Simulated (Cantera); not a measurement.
Input (Python, Cantera) and output of one run.

```python
import numpy as np
import cantera as ct

gas_names = """
    Cs CsO CsOH Cs2 Cs2O Cs2O2H2 H HO2 H2 H2O H2O2 O OH O2 O3
""".split()
cond_names = """
    Cs(cr) Cs(L) CsOH(a) CsOH(b) CsOH(c) CsOH(L) H2O(s) H2O(L)
""".split()


def load(file, names, dense=False):
    # The tables refer to 1 bar. Condensed volumes are neglected.
    table = {s.name: s for s in ct.Species.list_from_file(file)}
    out = []
    for n in names:
        d = dict(table[n].input_data)
        d["thermo"] = dict(d["thermo"], **{"reference-pressure": 1e5})
        if dense:
            d["equation-of-state"] = {"model": "constant-volume", "density": "1e6 g/cm^3"}
        out.append(ct.Species.from_dict(d))
    return out


gas = ct.Solution(thermo="ideal-gas", species=load("nasa_gas.yaml", gas_names))
cond = {s.name: ct.Solution(thermo="fixed-stoichiometry", species=[s], name=s.name)
        for s in load("nasa_condensed.yaml", cond_names, dense=True)}
atoms = {
    'CsOH': {'Cs': 1, 'O': 1, 'H': 1},
    'H2O': {'H': 2, 'O': 1},
}
top_T = {}  # K; cautious upper limits of use, not melting points


def equilibrate(T, P, feed):
    n = {}
    for name, mol in feed.items():
        for a, k in atoms[name].items():
            n[a] = n.get(a, 0.0) + k * mol
    gas.TPX = T, P, n
    mass = sum(n.values()) * gas.mean_molecular_weight
    gas.equilibrate("TP")
    valid = [c for c in cond.values() if c.min_temp <= T <= top_T.get(c.name, c.max_temp)]
    mix = ct.Mixture([(gas, mass / gas.mean_molecular_weight)] + [(c, 0.0) for c in valid])
    mix.T, mix.P = T, P
    mix.equilibrate("TP", solver="vcs", rtol=1e-11, max_steps=5000)
    return mix


results = []
feed = {'CsOH': 1, 'H2O': 2.2}  # mol
T = 1648.15  # K
P = 130000  # Pa
mix = equilibrate(T, P, feed)
results.append((T, P, feed, dict(zip(mix.species_names, mix.species_moles))))
x = sorted(zip(gas.X, gas.species_names), reverse=True)
print(f"T = {T:g} K  P = {P:g} Pa  gas = {mix.phase_moles(0):.4g} mol")
print("   x: " + "  ".join(f"{s} {v:.3e}" for v, s in x if v > 0.0001))
print("   condensed (mol): " + ("  ".join(f"{mix.phase(i).name} {mix.phase_moles(i):.4g}"
      for i in range(1, mix.n_phases) if mix.phase_moles(i) > 1e-12) or "none"))
```

It prints:

```
T = 1648.15 K  P = 130000 Pa  gas = 3.201 mol
   x: H2O 6.870e-01  CsOH 3.114e-01  Cs 5.842e-04  H2 3.926e-04  O2 3.115e-04  Cs2O2H2 2.030e-04  OH 1.219e-04
   condensed (mol): none
```

Method: chemical equilibrium by Gibbs-energy minimisation in Cantera with the NASA 1993 tables (ideal gas, pure condensed phases).
